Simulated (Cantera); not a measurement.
## Titanium nitride, carbide and oxide coatings: TiCl4 + H2O + N2

Charge: 1 mol TiCl4, 1.8 mol H2O, a varied amount of N2, held at 13.3 mbar.

Equilibrium computed with Cantera from the NASA thermochemical tables; the gas is ideal and each condensed phase is pure. Candidate condensed phases: H2O, NH4Cl, Ti, TiCl2, TiCl3, TiCl4, TiN, TiO, TiO2, Ti2O3, Ti3O5, Ti4O7; 38 gas species. Mutual solubility and eutectic melting of coexisting phases are not modelled. The tables' values for TiCl2 are old estimates. Condensed phases not in the tables: Magnéli phases beyond Ti4O7. Kinetics and transport are ignored.

Stable condensed phases:

```
T in °C \ n(N2) in mol
         1.5 2.3 3.6 5.6 8.6  13  20  31  49  75 120 180 270
   1950    A   A   A   A   A   A   A   A   A   A   A   A   A
   1850    A   A   A   A   A   A   A   A   A   A   A   A   A
   1750    B   B   B   B   B   B   B   A   A   A   A   A   A
   1650    B   B   B   B   B   B   B   B   B   B   B   B   B
   1550    C   B   B   B   B   B   B   B   B   B   B   B   B
   1450    C   C   C   C   C   C   B   B   B   B   B   B   B
   1350    C   C   C   C   C   C   C   C   C   C   B   B   B
   1250    C   C   C   C   C   C   C   C   C   C   C   C   C
   1150    C   C   C   C   C   C   C   C   C   C   C   C   C
   1050    C   C   C   C   C   C   C   C   C   C   C   C   C
```

A: Ti4O7; B: TiO2 + Ti4O7; C: TiO2.
